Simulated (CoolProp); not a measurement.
Aqueous methanol as a coolant, 56 % by mass, freezing at -65.3 °C, 1 atm.

Model: Melinder's fits for secondary coolants, in CoolProp.

```json
[
 {"T (°C)": "-44", "Prandtl number": "202", "density (kg/m³)": "946.2", "viscosity (mPa s)": "22.9", "conductivity (W/(m K))": "0.312"},
 {"T (°C)": "-36.6", "Prandtl number": "(withheld)", "density (kg/m³)": "941.4", "viscosity (mPa s)": "14.9", "conductivity (W/(m K))": "0.313"},
 {"T (°C)": "-29.2", "Prandtl number": "95.2", "density (kg/m³)": "(withheld)", "viscosity (mPa s)": "(withheld)", "conductivity (W/(m K))": "(withheld)"},
 {"T (°C)": "-21.8", "Prandtl number": "69.0", "density (kg/m³)": "931.8", "viscosity (mPa s)": "7.14", "conductivity (W/(m K))": "0.316"},
 {"T (°C)": "-14.4", "Prandtl number": "51.6", "density (kg/m³)": "926.9", "viscosity (mPa s)": "5.21", "conductivity (W/(m K))": "0.317"},
 {"T (°C)": "-7", "Prandtl number": "39.6", "density (kg/m³)": "921.9", "viscosity (mPa s)": "3.91", "conductivity (W/(m K))": "0.319"},
 {"T (°C)": "0.4", "Prandtl number": "31.1", "density (kg/m³)": "(withheld)", "viscosity (mPa s)": "3.02", "conductivity (W/(m K))": "0.320"},
 {"T (°C)": "7.8", "Prandtl number": "25.0", "density (kg/m³)": "911.8", "viscosity (mPa s)": "2.38", "conductivity (W/(m K))": "0.321"},
 {"T (°C)": "15.2", "Prandtl number": "20.3", "density (kg/m³)": "906.6", "viscosity (mPa s)": "1.91", "conductivity (W/(m K))": "0.323"},
 {"T (°C)": "22.6", "Prandtl number": "16.7", "density (kg/m³)": "901.5", "viscosity (mPa s)": "1.56", "conductivity (W/(m K))": "0.324"},
 {"T (°C)": "30", "Prandtl number": "13.9", "density (kg/m³)": "896.2", "viscosity (mPa s)": "(withheld)", "conductivity (W/(m K))": "(withheld)"},
 {"T (°C)": "37.4", "Prandtl number": "11.6", "density (kg/m³)": "(withheld)", "viscosity (mPa s)": "1.07", "conductivity (W/(m K))": "0.327"}
]
```

### Question
Some entries are withheld; supply them.

### Answer

- -36.6, Prandtl number: 136
- -29.2, density (kg/m³): 936.7
- -29.2, viscosity (mPa s): 10.1
- -29.2, conductivity (W/(m K)): 0.315
- 0.4, density (kg/m³): 916.9
- 30, viscosity (mPa s): 1.29
- 30, conductivity (W/(m K)): 0.325
- 37.4, density (kg/m³): 891.0
